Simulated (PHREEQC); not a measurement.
Polishing slurry liquid: speciation

Solution (93 °C): 0.0037 mol KOH, 0.0061 mol Fe(NO3)3 and 0.0019 mol CuSO4 per kg of water. Closed to the air; pH follows from the charge balance.

Model: ion-association model, phreeqc.dat, run in PHREEQC.

Each row changes one thing in this solution. Precipitation was switched off in this run.

```json
[
 {"case": "as made", "pH": "2.56", "ionic strength (mol/kgw)": "0.0274", "FeOH+2 (mol/kgw)": "0.00334", "Fe(OH)2+ (mol/kgw)": "0.00195", "SO4-2 (mol/kgw)": "0.000697", "HSO4- (mol/kgw)": "0.000656", "SI of Goethite (FeOOH)": "+6.09", "SI of Hematite (Fe2O3)": "+14.45"},
 {"case": "diluted 10-fold with water", "pH": "3.20", "ionic strength (mol/kgw)": "0.00262", "FeOH+2 (mol/kgw)": "0.000134", "Fe(OH)2+ (mol/kgw)": "0.000473", "SO4-2 (mol/kgw)": "0.000140", "HSO4- (mol/kgw)": "4.25e-5", "SI of Goethite (FeOOH)": "+6.16", "SI of Hematite (Fe2O3)": "+14.59"},
 {"case": "KOH from 0.0037 to 0.00074 mol/kgw", "pH": "2.35", "ionic strength (mol/kgw)": "0.0277", "FeOH+2 (mol/kgw)": "0.00369", "Fe(OH)2+ (mol/kgw)": "0.00132", "SO4-2 (mol/kgw)": "0.000502", "HSO4- (mol/kgw)": "0.000767", "SI of Goethite (FeOOH)": "+5.71", "SI of Hematite (Fe2O3)": "+13.69"},
 {"case": "CuSO4 replaced by ZnSO4 at the same molality", "pH": "2.56", "ionic strength (mol/kgw)": "0.0273", "FeOH+2 (mol/kgw)": "0.00334", "Fe(OH)2+ (mol/kgw)": "0.00195", "SO4-2 (mol/kgw)": "0.000690", "HSO4- (mol/kgw)": "0.000651", "SI of Goethite (FeOOH)": "+6.09", "SI of Hematite (Fe2O3)": "+14.45"},
 {"case": "0.00066 mol/kgw Ca(NO3)2 added", "pH": "2.56", "ionic strength (mol/kgw)": "0.0294", "FeOH+2 (mol/kgw)": "0.00335", "Fe(OH)2+ (mol/kgw)": "0.00194", "SO4-2 (mol/kgw)": "0.000696", "HSO4- (mol/kgw)": "0.000644", "SI of Goethite (FeOOH)": "+6.09", "SI of Hematite (Fe2O3)": "+14.44"},
 {"case": "CuSO4 from 0.0019 to 0.00095 mol/kgw", "pH": "2.51", "ionic strength (mol/kgw)": "0.0254", "FeOH+2 (mol/kgw)": "0.00356", "Fe(OH)2+ (mol/kgw)": "0.00187", "SO4-2 (mol/kgw)": "0.000322", "HSO4- (mol/kgw)": "0.000347", "SI of Goethite (FeOOH)": "+6.03", "SI of Hematite (Fe2O3)": "+14.32"},
 {"case": "diluted 100-fold with water", "pH": "4.09", "ionic strength (mol/kgw)": "0.000259", "FeOH+2 (mol/kgw)": "1.87e-6", "Fe(OH)2+ (mol/kgw)": "5.81e-5", "SO4-2 (mol/kgw)": "1.81e-5", "HSO4- (mol/kgw)": "8.06e-7", "SI of Goethite (FeOOH)": "+6.16", "SI of Hematite (Fe2O3)": "+14.58"},
 {"case": "KOH left out", "pH": "2.31", "ionic strength (mol/kgw)": "0.0278", "FeOH+2 (mol/kgw)": "0.00375", "Fe(OH)2+ (mol/kgw)": "0.00121", "SO4-2 (mol/kgw)": "0.000465", "HSO4- (mol/kgw)": "0.000788", "SI of Goethite (FeOOH)": "+5.63", "SI of Hematite (Fe2O3)": "+13.52"}
]
```

Complexes and solids missing from the database can't appear. Some of these states are supersaturated (in Jarosite-K, Hematite (slow to form), Goethite (slow to form), for instance). Away from 25 °C the constants follow the database's enthalpies or fits; those with neither stay at their 25 °C values.
